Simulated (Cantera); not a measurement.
A closed system holds: 1 mol SiH2Cl2, 0.029 mol C3H8, 160 mol H2, held at 0.00133 bar.

Equilibrium computed with Cantera from the NASA thermochemical tables; the gas is ideal and each condensed phase is pure. Candidate condensed phases: C, C6H6, C7H8, C8H18, Si, SiC; 109 gas species. Mutual solubility and eutectic melting of coexisting phases are not modelled. The tables' values for SiCl are old estimates; treat these amounts as uncertain. Gases not in the tables: Si2H6 and higher silanes. Rates play no part.

x: gas mole fraction; n: condensed amount in mol.

```json
[
 {"T (K)": "1450", "x H2": "0.988", "x H": "0.000257", "x HCl": "0.0115", "x Si": "2.31e-6", "x SiCl2": "0.000413", "x SiH": "3.33e-7", "x Cl": "2.44e-6", "n Si(s)": "0.845", "n SiC(s)": "0.0870", "n Si(l)": "0"},
 {"T (K)": "1500", "x H2": "0.988", "x H": "___", "x HCl": "0.0115", "x Si": "___", "x SiCl2": "0.000428", "x SiH": "___", "x Cl": "___", "n Si(s)": "0.841", "n SiC(s)": "0.0870", "n Si(l)": "0"},
 {"T (K)": "1550", "x H2": "0.987", "x H": "0.000857", "x HCl": "0.0114", "x Si": "2.49e-5", "x SiCl2": "0.000441", "x SiH": "2.38e-6", "x Cl": "7.92e-6", "n Si(s)": "0.836", "n SiC(s)": "0.0870", "n Si(l)": "0"},
 {"T (K)": "1600", "x H2": "0.987", "x H": "0.00148", "x HCl": "0.0114", "x Si": "7.31e-5", "x SiCl2": "0.000454", "x SiH": "5.78e-6", "x Cl": "1.35e-5", "n Si(s)": "0.824", "n SiC(s)": "0.0870", "n Si(l)": "0"},
 {"T (K)": "1650", "x H2": "0.985", "x H": "0.00247", "x HCl": "0.0113", "x Si": "0.000201", "x SiCl2": "0.000465", "x SiH": "1.33e-5", "x Cl": "2.23e-5", "n Si(s)": "0.798", "n SiC(s)": "0.0868", "n Si(l)": "0"},
 {"T (K)": "1700", "x H2": "0.984", "x H": "___", "x HCl": "0.0113", "x Si": "___", "x SiCl2": "0.000465", "x SiH": "___", "x Cl": "___", "n Si(s)": "0", "n SiC(s)": "0.0865", "n Si(l)": "___"},
 {"T (K)": "1750", "x H2": "0.981", "x H": "0.00631", "x HCl": "0.0113", "x Si": "0.00113", "x SiCl2": "0.000433", "x SiH": "5.39e-5", "x Cl": "5.61e-5", "n Si(s)": "0", "n SiC(s)": "0.0855", "n Si(l)": "0.634"},
 {"T (K)": "1800", "x H2": "0.976", "x H": "0.00969", "x HCl": "0.0113", "x Si": "0.00238", "x SiCl2": "0.000402", "x SiH": "9.80e-5", "x Cl": "8.56e-5", "n Si(s)": "0", "n SiC(s)": "0.0828", "n Si(l)": "0.413"},
 {"T (K)": "1850", "x H2": "0.969", "x H": "0.0145", "x HCl": "0.0112", "x Si": "0.00471", "x SiCl2": "0.000365", "x SiH": "0.000168", "x Cl": "0.000128", "n Si(s)": "0", "n SiC(s)": "0.0763", "n Si(l)": "0"}
]
```

### Question
Fill in the missing entries.

### Answer

- 1500, x H: 0.000479
- 1500, x Si: 7.89e-6
- 1500, x SiH: 9.19e-7
- 1500, x Cl: 4.49e-6
- 1700, x H: 0.00400
- 1700, x Si: 0.000509
- 1700, x SiH: 2.85e-5
- 1700, x Cl: 3.58e-5
- 1700, n Si(l): 0.741
